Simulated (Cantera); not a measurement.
Input: 1 mol Si2H6, 12 mol CO2, 64 mol N2, held at 525 K and 0.133 bar.

Cantera equilibrium calculation (NASA polynomials, part measured and part estimated; ideal gas, pure solids and liquids). Candidate condensed phases: C, C6H6, C7H8, C8H18, H2O, Si, SiC, SiO2, Si2N2O, Si3N4; 151 gas species. The feed counts by its element totals alone. Equilibrium is a limit: real reactors are often held back by kinetics, nucleation or transport.

Base state: N2 0.846, CO2 0.115, H2O 0.0350, H2 0.00270, CH4 0.000965, CO 0.000102 (mole fractions); condensed: C(graphite) + SiO2(α-quartz).

Problem. What changes in the equilibrium state with this change: CO2 from 12 to 6.1 mol?

Solution. 
```csv
species,before,after
N2,0.846,0.918
CO2,0.115,0.0419
H2O,0.0350,0.0338
H2,0.00270,0.00431
CH4,0.000965,0.00246
CO,0.000102,6.15e-5
"C(graphite), mol",3.25,3.00
"SiO2(α-quartz), mol",2.00,2.00
```

Problem. What changes in the equilibrium state with this change: CO2 from 12 to 0.8 mol?

Solution. 
```json
[
 {"species": "N2", "before": "0.846", "after": "0.966"},
 {"species": "H2", "before": "0.00270", "after": "0.0213"},
 {"species": "CH4", "before": "0.000965", "after": "0.0122"},
 {"species": "CO2", "before": "0.115", "after": "<1e-9"},
 {"species": "H2O", "before": "0.0350", "after": "1.19e-8"},
 {"species": "CO", "before": "0.000102", "after": "<1e-9"},
 {"species": "NH3", "before": "3.08e-6", "after": "7.28e-5"},
 {"species": "C(graphite), mol", "before": "3.25", "after": "0"},
 {"species": "SiO2(α-quartz), mol", "before": "2.00", "after": "0.400"},
 {"species": "Si2N2O(s), mol", "before": "0", "after": "0.800"}
]
```
N2 is the only nitrogen source here; it is nearly inert below about 1500 K, so the nitride shown seldom forms there in practice.
